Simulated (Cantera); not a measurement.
Input: 1 mol Fe(CO)5, 2.6 mol O2, 20 mol N2, at 1275 K and 31000 Pa.

These are equilibrium values from Cantera (NASA tables, ideal gas, pure condensed phases), not measurements of a reactor. Candidate condensed phases: C, Fe, Fe(CO)5, FeO, Fe2O3, Fe3O4; 27 gas species. The tables' stoichiometric FeO is somewhat more stable than real wüstite, so its field is too wide. FeO: taken at fixed stoichiometry. Equilibrium is a limit: real reactors are often held back by kinetics, nucleation or transport.

Base state: N2 0.800, CO2 0.168, CO 0.0320 (mole fractions); condensed: FeO(s).

Question: What changes in the equilibrium state with this change: O2 from 2.6 to 0.13 mol?

Answer: 
```tsv
species	before	after
N2	0.800	0.800
CO	0.0320	0.190
CO2	0.168	0.0104
FeO(s), mol	1.00	0
Fe(γ), mol	0	1.00
```
